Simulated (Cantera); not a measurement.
A perfectly stirred reactor is fed with H2 : O2 : N2 : H2O = 1 : 0.862 : 4.2 : 0.25 (molar parts), at 308 Torr; it is adiabatic with a 450 K inlet, and is followed from long to short residence time, starting on the burning branch (τ in s: 0.041, 0.022, 0.012, 0.0064, 0.0034, 0.0019, 0.001, 0.00054, 0.00029, 0.00016, 8.5e-05, 4.6e-05).

Cantera simulation using the H2/O2 subset of GRI-Mech 3.0, which has no nitrogen chemistry; the numbers are that mechanism's predictions, not measurements.

Question: Predict: blow-out, bracketed by the residence times tried; x(H2) at τ = 41.0 ms; x(O2) at τ = 41.0 ms; x(H2O) at τ = 41.0 ms; x(H2O2) at τ = 41.0 ms; x(HO2) at τ = 41.0 ms; x(H2) at τ = 1.00 ms; x(O2) at τ = 1.00 ms; x(H2O) at τ = 1.00 ms; x(H2O2) at τ = 1.00 ms; x(HO2) at τ = 1.00 ms.

Answer: blow-out, bracketed by the residence times tried: burning at 0.160 ms, out at 85.0 µs
x(H2) at τ = 41.0 ms: 0.00108
x(O2) at τ = 41.0 ms: 0.0618
x(H2O) at τ = 41.0 ms: 0.212
x(H2O2) at τ = 41.0 ms: 2.43e-7
x(HO2) at τ = 41.0 ms: 4.51e-6
x(H2) at τ = 1.00 ms: 0.00905
x(O2) at τ = 1.00 ms: 0.0641
x(H2O) at τ = 1.00 ms: 0.197
x(H2O2) at τ = 1.00 ms: 1.50e-6
x(HO2) at τ = 1.00 ms: 1.84e-5
